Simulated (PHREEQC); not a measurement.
Dissolve 0.2 mol/kgw NaH2PO4 and 0.0013 mol/kgw NaF at 60 °C. Closed to the air; pH follows from the charge balance.

Model: ion-association model, wateq4f.dat, run in PHREEQC.

Each row changes one thing in this solution. No solid was allowed to form.

```
case                                            pH  ionic strength (mol/kgw)  HPO4-2 (mol/kgw)  H3PO4 (mol/kgw)  NaHPO4- (mol/kgw)
--------------------------------------------  ----  ------------------------  ----------------  ---------------  -----------------
as made                                       4.44                     0.202           0.00108          0.00107           0.000116
temperature from 60 to 45 °C                  4.43                     0.202          0.000955         0.000951                ___
diluted 100-fold with water                   4.97                       ___           1.60e-5          4.32e-6            5.07e-8
NaF replaced by Na2SeO3 at the same molality  4.66                       ___           0.00179         0.000642           0.000192
temperature from 60 to 10 °C                  4.40                     0.202          0.000696              ___            8.30e-5
0.0043 mol/kgw HF added                       3.92                     0.202          0.000324          0.00349            3.48e-5
temperature from 60 to 25 °C                  4.41                     0.202               ___         0.000801            9.31e-5
```

Q: Complete the blanks.

A: 
- temperature from 60 to 45 °C, NaHPO4- (mol/kgw): 0.000106
- diluted 100-fold with water, ionic strength (mol/kgw): 0.00204
- NaF replaced by Na2SeO3 at the same molality, ionic strength (mol/kgw): 0.204
- temperature from 60 to 10 °C, H3PO4 (mol/kgw): 0.000692
- temperature from 60 to 25 °C, HPO4-2 (mol/kgw): 0.000802

H3PO4, which wateq4f.dat lacks, is added to it with the constant of phreeqc.dat. At this temperature some constants are extrapolated from 25 °C, and those without enthalpy data are left unchanged.
